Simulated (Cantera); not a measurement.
**Hydrocarbon pyrolysis for carbon deposition**

A perfectly stirred reactor is fed with 3.23 % C2H6, 96.8 % H2, at 0.250 bar; it is held at 1175 K, and followed from long to short residence time.

Computed with Cantera and GRI-Mech 3.0 (53 species, 325 reactions). GRI-Mech 3.0 stops at C3 and has no aromatics, soot or wall deposition, so with more carbon than oxygen in the feed, carbon stays in small species such as C2H2 where larger ones or solid carbon would form.

```
τ (s)     x C2H6   x H2    x C2H2     x C2H    x C2H4      x H
-------  -------  -----  --------  --------  --------  -------
1.2      0.00175  0.960   0.00293  2.21e-12    0.0182  5.13e-6
0.37     0.00315  0.963   0.00216  2.05e-12    0.0201  6.48e-6
0.11     0.00640  0.964   0.00108  1.24e-12    0.0198  7.85e-6
0.035     0.0126  0.965  0.000359    <1e-12    0.0159  8.65e-6
0.011     0.0215  0.967   6.79e-5    <1e-12   0.00902  8.54e-6
0.0034    0.0285  0.967   6.40e-6    <1e-12   0.00321  7.13e-6
0.0011    0.0315  0.968   2.70e-7    <1e-12  0.000699  4.25e-6
0.00033   0.0322  0.968   3.31e-9    <1e-12   7.75e-5  1.54e-6
```
x: mole fraction; the columns are a selection and need not sum to one.
